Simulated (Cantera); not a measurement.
A perfectly stirred reactor is fed with 21.3 % NO, 78.7 % N₂, at 23000 Pa; it is held at 1725 K, and followed from long to short residence time.

Cantera simulation using GRI-Mech 3.0 (53 species, 325 reactions); the numbers are that mechanism's predictions, not measurements.

x: mole fraction; the columns are a selection and need not sum to one.

| τ (s) | x NO | x N₂ | x O₂ | x NO₂ | x N₂O | x O |
|---|---|---|---|---|---|---|
| 13 | 0.184 | 0.802 | 0.0142 | 7.06e-5 | 1.28e-5 | … |
| 4.8 | 0.201 | 0.793 | 0.00584 | 5.33e-5 | 1.54e-5 | … |
| 1.7 | 0.208 | 0.789 | 0.00212 | 4.00e-5 | 1.66e-5 | … |
| 0.60 | 0.211 | 0.788 | 0.000739 | 3.27e-5 | 1.68e-5 | … |
| 0.21 | 0.212 | 0.788 | 0.000243 | 2.88e-5 | 1.63e-5 | … |
| 0.076 | 0.213 | 0.787 | 7.42e-5 | 2.52e-5 | 1.47e-5 | … |
| 0.027 | 0.213 | 0.787 | 1.67e-5 | 1.90e-5 | 1.14e-5 | … |
| 0.0095 | 0.213 | 0.787 | 2.04e-6 | 9.89e-6 | 6.90e-6 | … |

### Question
Some entries are withheld; supply them.

### Answer

- 13, x O: 1.58e-5
- 4.8, x O: 1.12e-5
- 1.7, x O: 8.29e-6
- 0.60, x O: 6.86e-6
- 0.21, x O: 6.11e-6
- 0.076, x O: 5.45e-6
- 0.027, x O: 4.32e-6
- 0.0095, x O: 2.60e-6
